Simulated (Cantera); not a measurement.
Charge: 1 mol V2O5, 55 mol H2, 0.34 mol N2, held at 6.83 Torr.

Cantera equilibrium calculation (NASA polynomials, part measured and part estimated; ideal gas, pure solids and liquids). Candidate condensed phases: H2O, V, VN, VO, V2O3, V2O4, V2O5; 28 gas species. Mutual solubility and eutectic melting of coexisting phases are not modelled. VO: taken at fixed stoichiometry. Condensed phases not in the tables: the oxides between V2O3 and V2O5 other than VO2. Rates play no part.

### Question
What share of the V ends up in condensed phases as a function of T (°C), at 902, 1002, 1102, 1202, 1302, 1402, 1502, 1602, 1702, 1802, 1902?

### Answer
```tsv
T (°C)	V condensed (%)	as
902	100.0	V2O3(s)
1002	100.0	V2O3(s)
1102	100.0	V2O3(s)
1202	100.0	V2O3(s)
1302	100.0	V2O3(s)
1402	100.0	V2O3(s)
1502	99.9	V2O3(s)
1602	99.2	V2O3(s)
1702	96.4	V2O3(s)
1802	85.6	VO(l) + V2O3(s)
1902	56.2	VO(l)
```
